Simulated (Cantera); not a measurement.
Charge: 1 mol SiH₂Cl₂, 0.032 mol Cl₂, 3.4 mol N₂, at 1152 °C and 0.0520 bar.

Cantera equilibrium calculation (NASA polynomials, part measured and part estimated; ideal gas, pure solids and liquids). Candidate condensed phases: NH₄Cl, Si, Si₃N₄; 28 gas species. N₂ is the only nitrogen source here; it is nearly inert below about 1500 K, so the nitride shown seldom forms there in practice. The tables' values for SiCl₃ are old estimates; treat these amounts as uncertain. Rates play no part.

Base state: N₂ 0.610, HCl 0.256, H₂ 0.0819, SiCl₄ 0.0313, SiCl₂ 0.0112, SiCl₃ 0.00942, SiHCl₃ 0.000785, Cl 2.19e-5 (mole fractions); condensed: Si₃N₄(s).

**Question.** What changes in the equilibrium state with this change: temperature from 1152 °C to 577 °C?

**Answer.** 
```
species          before    after
-------------  --------  -------
N₂                0.610    0.623
HCl               0.256    0.213
H₂               0.0819    0.107
SiCl₄            0.0313   0.0570
SiCl₂            0.0112  1.62e-9
Cl              2.19e-5    <1e-9
SiCl₃           0.00942  1.14e-6
SiHCl₃         0.000785  4.76e-5
Si₃N₄(s), mol     0.250    0.244
```

**Question.** What changes in the equilibrium state with this change: pressure from 0.0520 bar to 0.0100 bar?

**Answer.** 
| species | before | after |
|---|---|---|
| N₂ | 0.610 | 0.605 |
| HCl | 0.256 | 0.251 |
| H₂ | 0.0819 | 0.0803 |
| SiCl₂ | 0.0112 | 0.0331 |
| SiCl₄ | 0.0313 | 0.0176 |
| SiCl₃ | 0.00942 | 0.0122 |
| Cl | 2.19e-5 | 4.95e-5 |
| H | 8.56e-6 | 1.93e-5 |
| SiHCl₃ | 0.000785 | 0.000439 |
| Si₃N₄(s), mol | 0.250 | 0.231 |
